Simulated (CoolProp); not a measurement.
Aqueous ammonia as a coolant, at 24 °C, 1 atm.

Computed with CoolProp (Melinder's fits for secondary coolants).

```json
[
 {"mass %": "1.4", "freezing point (°C)": "-1.6", "viscosity (mPa s)": "0.951", "density (kg/m³)": "991.0", "Prandtl number": "6.69", "conductivity (W/(m K))": "0.594"},
 {"mass %": "4", "freezing point (°C)": "-4.8", "viscosity (mPa s)": "0.991", "density (kg/m³)": "979.9", "Prandtl number": "7.21", "conductivity (W/(m K))": "…"},
 {"mass %": "6.6", "freezing point (°C)": "-8.3", "viscosity (mPa s)": "1.01", "density (kg/m³)": "969.3", "Prandtl number": "7.56", "conductivity (W/(m K))": "0.558"},
 {"mass %": "9.2", "freezing point (°C)": "-12.3", "viscosity (mPa s)": "1.02", "density (kg/m³)": "959.2", "Prandtl number": "7.90", "conductivity (W/(m K))": "…"},
 {"mass %": "11.8", "freezing point (°C)": "-16.8", "viscosity (mPa s)": "1.05", "density (kg/m³)": "…", "Prandtl number": "8.32", "conductivity (W/(m K))": "0.527"},
 {"mass %": "14.4", "freezing point (°C)": "-22.0", "viscosity (mPa s)": "1.08", "density (kg/m³)": "940.1", "Prandtl number": "8.83", "conductivity (W/(m K))": "0.513"},
 {"mass %": "17.1", "freezing point (°C)": "-28.3", "viscosity (mPa s)": "1.12", "density (kg/m³)": "930.6", "Prandtl number": "9.39", "conductivity (W/(m K))": "0.499"},
 {"mass %": "19.7", "freezing point (°C)": "-35.5", "viscosity (mPa s)": "1.14", "density (kg/m³)": "921.8", "Prandtl number": "9.86", "conductivity (W/(m K))": "0.487"},
 {"mass %": "22.3", "freezing point (°C)": "-44.3", "viscosity (mPa s)": "1.15", "density (kg/m³)": "913.2", "Prandtl number": "10.2", "conductivity (W/(m K))": "0.477"},
 {"mass %": "24.9", "freezing point (°C)": "-55.0", "viscosity (mPa s)": "1.14", "density (kg/m³)": "904.8", "Prandtl number": "10.3", "conductivity (W/(m K))": "0.468"},
 {"mass %": "27.5", "freezing point (°C)": "-68.3", "viscosity (mPa s)": "1.14", "density (kg/m³)": "896.7", "Prandtl number": "10.5", "conductivity (W/(m K))": "0.461"}
]
```

### Question
What belongs in the gaps?

### Answer

- 4, conductivity (W/(m K)): 0.574
- 9.2, conductivity (W/(m K)): 0.542
- 11.8, density (kg/m³): 949.4
